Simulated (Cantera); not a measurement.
A Cantera script and what it prints.

```python
import numpy as np
import cantera as ct

gas_names = """
    CL CL2 H HCL H2 Si SiCL SiCL2 SiCL3 SiCL4 SiH SiHCL3 SiH2 SiH2CL2 SiH3 SiH3CL SiH4 Si2 Si3
""".split()
cond_names = """
    Si(cr) Si(L)
""".split()


def load(file, names, dense=False):
    # The tables refer to 1 bar. Condensed volumes are neglected.
    table = {s.name: s for s in ct.Species.list_from_file(file)}
    out = []
    for n in names:
        d = dict(table[n].input_data)
        d["thermo"] = dict(d["thermo"], **{"reference-pressure": 1e5})
        if dense:
            d["equation-of-state"] = {"model": "constant-volume", "density": "1e6 g/cm^3"}
        out.append(ct.Species.from_dict(d))
    return out


gas = ct.Solution(thermo="ideal-gas", species=load("nasa_gas.yaml", gas_names))
cond = {s.name: ct.Solution(thermo="fixed-stoichiometry", species=[s], name=s.name)
        for s in load("nasa_condensed.yaml", cond_names, dense=True)}
atoms = {
    'SiCl4': {'Si': 1, 'CL': 4},
    'HCl': {'H': 1, 'CL': 1},
    'H2': {'H': 2},
}
top_T = {}  # K; cautious upper limits of use, not melting points


def equilibrate(T, P, feed):
    n = {}
    for name, mol in feed.items():
        for a, k in atoms[name].items():
            n[a] = n.get(a, 0.0) + k * mol
    gas.TPX = T, P, n
    mass = sum(n.values()) * gas.mean_molecular_weight
    gas.equilibrate("TP")
    valid = [c for c in cond.values() if c.min_temp <= T <= top_T.get(c.name, c.max_temp)]
    mix = ct.Mixture([(gas, mass / gas.mean_molecular_weight)] + [(c, 0.0) for c in valid])
    mix.T, mix.P = T, P
    mix.equilibrate("TP", solver="vcs", rtol=1e-11, max_steps=5000)
    return mix


results = []
feed = {'SiCl4': 1, 'HCl': 4.7, 'H2': 38}  # mol
P = 180000  # Pa
for T in [898, 948, 998, 1048, 1098, 1148, 1198, 1248, 1298, 1348, 1398, 1448, 1498, 1548]:
    mix = equilibrate(T, P, feed)
    results.append((T, P, feed, dict(zip(mix.species_names, mix.species_moles))))
    x = sorted(zip(gas.X, gas.species_names), reverse=True)
    print(f"T = {T:g} K  P = {P:g} Pa  gas = {mix.phase_moles(0):.4g} mol")
    print("   x: " + "  ".join(f"{s} {v:.3e}" for v, s in x if v > 1e-05))
    print("   condensed (mol): " + ("  ".join(f"{mix.phase(i).name} {mix.phase_moles(i):.4g}"
          for i in range(1, mix.n_phases) if mix.phase_moles(i) > 1e-12) or "none"))
```

Output:

```
T = 898 K  P = 180000 Pa  gas = 43.7 mol
   x: H2 8.691e-01  HCL 1.081e-01  SiCL4 2.238e-02  SiHCL3 5.010e-04
   condensed (mol): none
T = 948 K  P = 180000 Pa  gas = 43.7 mol
   x: H2 8.688e-01  HCL 1.084e-01  SiCL4 2.208e-02  SiHCL3 7.971e-04
   condensed (mol): none
T = 998 K  P = 180000 Pa  gas = 43.7 mol
   x: H2 8.683e-01  HCL 1.088e-01  SiCL4 2.166e-02  SiHCL3 1.199e-03  SiCL3 1.626e-05
   condensed (mol): none
T = 1048 K  P = 180000 Pa  gas = 43.7 mol
   x: H2 8.678e-01  HCL 1.093e-01  SiCL4 2.111e-02  SiHCL3 1.714e-03  SiCL3 4.297e-05  SiH2CL2 1.582e-05
   condensed (mol): none
T = 1098 K  P = 180000 Pa  gas = 43.7 mol
   x: H2 8.671e-01  HCL 1.101e-01  SiCL4 2.040e-02  SiHCL3 2.339e-03  SiCL3 1.024e-04  SiH2CL2 3.208e-05
   condensed (mol): none
T = 1148 K  P = 180000 Pa  gas = 43.71 mol
   x: H2 8.661e-01  HCL 1.110e-01  SiCL4 1.951e-02  SiHCL3 3.055e-03  SiCL3 2.225e-04  SiH2CL2 5.991e-05  SiCL2 2.800e-05
   condensed (mol): none
T = 1198 K  P = 180000 Pa  gas = 43.71 mol
   x: H2 8.649e-01  HCL 1.122e-01  SiCL4 1.841e-02  SiHCL3 3.820e-03  SiCL3 4.430e-04  SiH2CL2 1.035e-04  SiCL2 9.426e-05
   condensed (mol): none
T = 1248 K  P = 180000 Pa  gas = 43.73 mol
   x: H2 8.634e-01  HCL 1.137e-01  SiCL4 1.705e-02  SiHCL3 4.559e-03  SiCL3 8.106e-04  SiCL2 2.780e-04  SiH2CL2 1.656e-04
   condensed (mol): none
T = 1298 K  P = 180000 Pa  gas = 43.76 mol
   x: H2 8.613e-01  HCL 1.159e-01  SiCL4 1.537e-02  SiHCL3 5.157e-03  SiCL3 1.360e-03  SiCL2 7.192e-04  SiH2CL2 2.437e-04
   condensed (mol): none
T = 1348 K  P = 180000 Pa  gas = 43.82 mol
   x: H2 8.584e-01  HCL 1.187e-01  SiCL4 1.332e-02  SiHCL3 5.468e-03  SiCL3 2.076e-03  SiCL2 1.625e-03  SiH2CL2 3.268e-04
   condensed (mol): none
T = 1398 K  P = 180000 Pa  gas = 43.9 mol
   x: H2 8.547e-01  HCL 1.225e-01  SiCL4 1.096e-02  SiHCL3 5.369e-03  SiCL2 3.187e-03  SiCL3 2.859e-03  SiH2CL2 3.953e-04
   condensed (mol): none
T = 1448 K  P = 180000 Pa  gas = 44.02 mol
   x: H2 8.504e-01  HCL 1.269e-01  SiCL4 8.459e-03  SiCL2 5.434e-03  SiHCL3 4.848e-03  SiCL3 3.537e-03  SiH2CL2 4.297e-04  SiH3CL 1.106e-05
   condensed (mol): none
T = 1498 K  P = 180000 Pa  gas = 44.15 mol
   x: H2 8.457e-01  HCL 1.316e-01  SiCL2 8.141e-03  SiCL4 6.100e-03  SiHCL3 4.031e-03  SiCL3 3.944e-03  SiH2CL2 4.233e-04  SiH3CL 1.304e-05  H 1.178e-05
   condensed (mol): none
T = 1548 K  P = 180000 Pa  gas = 44.27 mol
   x: H2 8.414e-01  HCL 1.360e-01  SiCL2 1.093e-02  SiCL4 4.128e-03  SiCL3 4.014e-03  SiHCL3 3.120e-03  SiH2CL2 3.843e-04  H 2.105e-05  SiH3CL 1.402e-05
   condensed (mol): none
```

Equilibrium computed with Cantera from the NASA thermochemical tables; the gas is ideal and each condensed phase is pure. The tables' values for SiCl3 are old estimates; treat these amounts as uncertain.
